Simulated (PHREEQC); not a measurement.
1 kg of water holding 0.61 mol Na2CO3, 0.023 mol NaCl and 0.21 mol KCl is evaporated at 30 °C; the solids stay in contact with the brine. No CO2 enters from the air. Solids allowed: Halite, Kalicinite, Nahcolite, Natron, Sylvite, Trona. Others were left out.

The series has 12 steps of water left (kg), from 1 to 0.01536.

All values are PHREEQC results (Pitzer model, pitzer.dat), not measurements.

Question: Which solids form, in which order, and at which step of the series does each first stand?

Answer: Natron from water left = 0.1998 kg (pH 11.96); Sylvite from water left = 0.01536 kg (pH 12.05).
